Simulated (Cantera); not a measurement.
An adiabatic, constant-pressure homogeneous reactor starts with 9.51 % CH4, 19.0 % O2, 71.5 % N2, equivalence ratio 1.0, at 1523 K and 8.10 bar.

Detailed kinetics in Cantera: GRI-Mech 3.0 (53 species, 325 reactions).

**Question.** Predict: time of steepest temperature rise; temperature at 2.00 s; equilibrium temperature; x(O2) at 2.00 s; x(HO2) at 2.00 s; x(CO) at 2.00 s.

**Answer.** 
- time of steepest temperature rise: 0.183 ms
- temperature at 2.00 s: 2887 K
- equilibrium temperature: 2887 K
- x(O2) at 2.00 s: 0.0149 (gas-phase equilibrium 0.0149)
- x(HO2) at 2.00 s: 1.00e-5 (gas-phase equilibrium 1.00e-5)
- x(CO) at 2.00 s: 0.0353 (gas-phase equilibrium 0.0353)
